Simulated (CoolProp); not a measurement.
Vapour-liquid equilibrium of ethane (1) + propylene (2) at 0.174 MPa; x and y are mole fractions of (1).

The numbers come from the multi-fluid Helmholtz-energy mixture model, Bücker 2006 and Lemmon 2013; pair parameters Bell 2016 in CoolProp.

```csv
x,bubble temperature (°C),y at the bubble point,dew temperature at overall composition x (°C),liquid density (mol/L)
0.05,-40.1,0.221,-36.1,14.36
0.125,-46.5,0.449,-37.8,14.68
0.2,-51.7,0.599,-39.6,14.98
0.275,-56.0,0.701,-41.5,15.26
0.35,-59.7,0.774,-43.5,15.53
0.425,-62.8,0.828,-45.7,15.78
0.5,-65.5,0.869,-48.1,16.03
0.575,-67.9,0.901,-50.8,16.28
0.65,-70.0,0.926,-53.8,16.52
0.725,-72.0,0.947,-57.2,16.76
0.8,-73.8,0.965,-61.1,17.00
0.875,-75.4,0.980,-65.9,17.24
0.95,-77.0,0.993,-72.2,17.47
```

No azeotrope shows between x = 0.05 and 0.95.

Pair parameters are fitted to limited data, so mixtures are less certain than the pure fluids.
